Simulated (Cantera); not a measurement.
A closed system holds: 1 mol SiCl₄, 1.1 mol HCl, 12 mol H₂, held at 1650 K and 0.230 bar.

Cantera equilibrium calculation (NASA polynomials, part measured and part estimated; ideal gas, pure solids and liquids). Candidate condensed phases: Si; 19 gas species. The tables' values for SiCl₃ are old estimates; treat these amounts as uncertain. Equilibrium is a limit: real reactors are often held back by kinetics, nucleation or transport.

Base state: H₂ 0.737, HCl 0.196, SiCl₂ 0.0573, SiCl₃ 0.00651, SiCl₄ 0.00162, SiHCl₃ 0.00103, H 0.000163, SiH₂Cl₂ 0.000111 (mole fractions); condensed: gas only.

Question: What changes in the equilibrium state with this change: temperature from 1650 K to 873.15 K?

Answer: 
```
species    before    after
-------  --------  -------
H₂          0.737    0.849
HCl         0.196   0.0796
SiCl₄     0.00162   0.0693
SiCl₂      0.0573  7.82e-8
H        0.000163    <1e-9
Cl        3.38e-5    <1e-9
SiCl₃     0.00651  9.61e-6
SiH₂Cl₂  0.000111  3.31e-6
SiHCl₃    0.00103  0.00159
```

Question: What changes in the equilibrium state with this change: temperature from 1650 K to 1100 K?

Answer: 
```tsv
species	before	after
H₂	0.737	0.841
HCl	0.196	0.0884
SiCl₄	0.00162	0.0608
SiCl₂	0.0573	0.000269
Cl	3.38e-5	4.66e-9
H	0.000163	4.94e-8
```

Question: What changes in the equilibrium state with this change: temperature from 1650 K to 1023 K?

Answer: 
| species | before | after |
|---|---|---|
| H₂ | 0.737 | 0.845 |
| HCl | 0.196 | 0.0840 |
| SiCl₄ | 0.00162 | 0.0650 |
| SiCl₂ | 0.0573 | 2.76e-5 |
| Cl | 3.38e-5 | <1e-9 |
| H | 0.000163 | 7.94e-9 |
